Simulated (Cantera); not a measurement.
A closed system holds: 1 mol Ti(OiPr)4, 1.4 mol C3H8, equilibrated at 0.970 bar.

Equilibrium computed with Cantera from the NASA thermochemical tables; the gas is ideal and each condensed phase is pure. Candidate condensed phases: C, C6H6, C7H8, C8H18, H2O, Ti, TiC, TiO, TiO2, Ti2O3, Ti3O5, Ti4O7; 113 gas species. The feed counts by its element totals alone. TiC: taken at fixed stoichiometry. Kinetics and transport are ignored.

Over these rows the condensed part is C(graphite) + TiC(s). Partial pressures as log10 of bar:

```tsv
T (K)	1000/T (1/K)	log p CO2	log p H2	log p CO
1550	0.6452	-4.93	-0.09	-0.78
1650	0.6061	-5.27	-0.09	-0.78
1750	0.5714	-5.56	-0.09	-0.78
1850	0.5405	-5.82	-0.09	-0.78
1950	0.5128	?	-0.09	-0.78
2050	0.4878	-6.26	-0.10	-0.78
```

Q: Fit log p(CO2) = a + b·(1000/T) to the five rows, give the apparent enthalpy, and predict the row at 1950 K.

A: Means: 1000/T = 0.5702, log p = -5.568. Sxy = 0.123063, Sxx = 0.0145871, so b = 8.44 and a = -5.568 − (8.44)×0.5702 = -10.38.
Apparent enthalpy: −19.145 × (8.44) = -162 kJ/mol. With the condensed phases at unit activity, 2 CO(g) = CO2(g) + C(graphite) links this pressure to the main gases: over the six rows their terms move log p by +0.00 in all, so the slope is close to that reaction's ΔH°. The five rows lie within 0.01 of the line.
Prediction at 1950 K: -10.38 + (8.44)×0.5128 = -6.05. The computed value is -6.05, 0.00 from the line.
